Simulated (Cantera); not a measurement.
Charge: 1 mol SiH2Cl2, a varied amount of NH3, held at 748.15 K and 24.8 Torr.

These are equilibrium values from Cantera (NASA tables, ideal gas, pure condensed phases), not measurements of a reactor. Candidate condensed phases: NH4Cl, Si, Si3N4; 28 gas species. The tables' values for SiCl3 are old estimates; treat these amounts as uncertain. Equilibrium is a limit: real reactors are often held back by kinetics, nucleation or transport.

x: gas mole fraction; n: condensed amount in mol.

| n(NH3) (mol) | x H2 | x HCl | x SiCl4 | x N2 | x SiHCl3 | n Si(s) | n Si3N4(s) |
|---|---|---|---|---|---|---|---|
| 0.2 | 0.706 | 0.00169 | 0.246 | <1e-12 | 0.0454 | 0.330 | ___ |
| 0.31 | 0.731 | 0.00167 | 0.224 | <1e-12 | 0.0430 | 0.247 | ___ |
| 0.48 | 0.761 | 0.00165 | 0.197 | <1e-12 | 0.0399 | 0.118 | ___ |
| 0.74 | 0.750 | 0.0832 | 0.166 | 2.88e-6 | 0.000660 | 0 | ___ |
| 1.1 | 0.634 | 0.271 | 0.0774 | 0.0178 | 7.99e-5 | 0 | ___ |
| 1.7 | 0.621 | 0.277 | 0.0377 | 0.0643 | 3.72e-5 | 0 | ___ |
| 2.7 | 0.633 | 0.241 | 0.0144 | 0.112 | 1.66e-5 | 0 | 0.301 |
| 4.1 | 0.655 | 0.192 | 0.00448 | 0.148 | 6.73e-6 | 0 | 0.319 |
| 6.3 | 0.680 | 0.140 | 0.00102 | 0.179 | 2.19e-6 | 0 | 0.329 |
| 9.7 | 0.702 | 0.0957 | 0.000195 | 0.202 | 6.31e-7 | 0 | 0.332 |
| 15 | 0.718 | 0.0637 | 3.48e-5 | 0.218 | 1.73e-7 | 0 | 0.333 |

Q: Some entries are withheld; supply them.

A: 
- 0.2, n Si3N4(s): 0.0500
- 0.31, n Si3N4(s): 0.0775
- 0.48, n Si3N4(s): 0.120
- 0.74, n Si3N4(s): 0.185
- 1.1, n Si3N4(s): 0.244
- 1.7, n Si3N4(s): 0.275
